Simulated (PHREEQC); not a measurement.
Dissolve 0.19 mol/kgw FeCl3, 0.00064 mol/kgw NiSO4 and 0.17 mol/kgw AgNO3 at 72 °C. Closed to the air; pH follows from the charge balance.

Equilibrium calculation in PHREEQC: ion-association model, wateq4f.dat.

No solid was allowed to form.

Predict the pH, activity of water, ionic strength.

pH 1.42; activity of water 0.989; ionic strength 0.863 mol/kgw.

In which forms is Cl present?

AgCl2- 37 %, AgCl3-2 18 %, FeCl+2 17 %, Cl- 16 %, AgCl4-3 8.9 %, AgCl 2.9 % of the Cl.

Examples of supersaturated solids here: Cerargyrite, Hematite (slow to form). Others may be too. The ionic strength is past about 0.7 mol/kgw, beyond the range of this activity model, so the values are rough. Constants without temperature data keep their 25 °C values here.
